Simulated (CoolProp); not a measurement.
Properties of carbon dioxide along the isobar 5270 kPa.

Values from CoolProp's reference Helmholtz-energy equation of state, Span 1996.

| T (°C) | phase | isothermal compressibility (1/MPa) | Prandtl number |
|---|---|---|---|
| -29.25 | liquid | 0.003005 | 2.32 |
| -14.55 | liquid | 0.004612 | 2.21 |
| 0.25 | liquid | 0.008413 | 2.24 |
| 14.95 | liquid | 0.02581 | 2.77 |
| 29.65 | gas | 0.3186 | 1.27 |
| 44.45 | gas | 0.2692 | 1.07 |
| 59.15 | gas | 0.2464 | 0.979 |
| 73.85 | gas | 0.2328 | 0.923 |
| 88.65 | gas | 0.2237 | 0.885 |
| 103.35 | gas | 0.2172 | 0.858 |
| 118.05 | gas | 0.2123 | 0.838 |
| 132.85 | gas | 0.2085 | 0.822 |

Viscosity comes from a separate model (Laesecke 2017). Thermal conductivity comes from a separate model (Huber 2016).
